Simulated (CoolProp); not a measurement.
n-perfluorohexane along the isobar 663 kPa: fugacity coefficient from the reference equation and from simpler models built on Tc = 448.0 K, pc = 1742 kPa, ω = 0.497; each cubic takes its own stable root.

The numbers come from the reference Helmholtz-energy equation of state, Gao 2022 in CoolProp.

| T (K) | phase | reference |
|---|---|---|
| 334.3 | liquid | 0.1706 |
| 343.2 | liquid | 0.2225 |
| 352.1 | liquid | 0.2845 |
| 361 | liquid | 0.3571 |
| 369.9 | liquid | 0.4409 |
| 378.8 | liquid | 0.5358 |
| 387.7 | liquid | 0.6418 |
| 396.6 | liquid | 0.7582 |
| 405.5 | gas | 0.8116 |
| 414.4 | gas | 0.8260 |
| 423.3 | gas | 0.8389 |
| 432.2 | gas | 0.8506 |
| 441.1 | gas | 0.8612 |
| 450 | gas | 0.8709 |

### Question
How far does each simpler model (Soave-Redlich-Kwong, Peng-Robinson) lie from the reference over these 14 states: mean and median of the absolute difference, and the worst?

### Answer
- Soave-Redlich-Kwong: mean 1.4 %, median 1.5 %, worst +2.4 % at 387.7 K and 663 kPa
- Peng-Robinson: mean 0.5 %, median 0.3 %, worst -1.0 % at 423.3 K and 663 kPa
